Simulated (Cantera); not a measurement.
Input: 1 mol BN, 2.4 mol NF3, 1.6 mol H2, at 1923 K and 0.100 bar.

These are equilibrium values from Cantera (NASA tables, ideal gas, pure condensed phases), not measurements of a reactor. Candidate condensed phases: B, BN; 31 gas species. Kinetics and transport are ignored.

**Question.** What is the equilibrium state?

**Answer.** 
| Item | Value |
|---|---|
| x(HF) | 0.464 |
| x(N2) | 0.246 |
| x(BF3) | 0.145 |
| x(F) | 0.145 |
| x(F2) | 1.47e-5 |
| gas amount | 6.900 mol |
| log10 activity of B(s) (absent) | -20.68 |
